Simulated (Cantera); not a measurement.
Equilibrium for silicon oxide and oxynitride deposition: SiCl4 + O3 + NH3

Input: 1 mol SiCl4, 1.3 mol O3, 0.00092 mol NH3, held at 1.70 mbar.

Cantera equilibrium calculation (NASA polynomials, part measured and part estimated; ideal gas, pure solids and liquids). Candidate condensed phases: H2O, NH4Cl, Si, SiO2, Si2N2O, Si3N4; 47 gas species. The tables hold silica as quartz up to 1696 K and as liquid above; real silica turns to tridymite and cristobalite and melts near 1996 K. Equilibrium is a limit: real reactors are often held back by kinetics, nucleation or transport.

From 673 K to 823 K the condensed part is SiO2(α-quartz). From 973 K to 1573 K the condensed part is SiO2(β-quartz). At 1723 K the condensed part is SiO2(condensed).

| T (K) | x Cl | x Cl2 | x O2 | x HCl | x O | n SiO2(α-quartz) | n SiO2(β-quartz) | n SiO2(condensed) |
|---|---|---|---|---|---|---|---|---|
| 673 | 5.65e-6 | 0.677 | 0.322 | 0.000934 | <1e-12 | 1.00 | 0 | 0 |
| 823 | 0.000314 | 0.677 | 0.322 | 0.000935 | 3.17e-12 | 1.00 | 0 | 0 |
| 973 | 0.00510 | 0.673 | 0.321 | 0.000933 | 9.30e-10 | 0 | 1.00 | 0 |
| 1123 | 0.0390 | 0.644 | 0.316 | 0.000917 | 5.99e-8 | 0 | 1.00 | 0 |
| 1273 | 0.172 | 0.533 | 0.294 | 0.000855 | 1.41e-6 | 0 | 1.00 | 0 |
| 1423 | 0.450 | 0.300 | 0.249 | 0.000725 | 1.63e-5 | 0 | 1.00 | 0 |
| 1573 | 0.695 | 0.0942 | 0.210 | 0.000610 | 0.000116 | 0 | 1.00 | 0 |
| 1723 | 0.781 | 0.0221 | 0.196 | 0.000569 | 0.000610 | 0 | 0 | 1.000 |
x: gas mole fraction; n: condensed amount in mol.
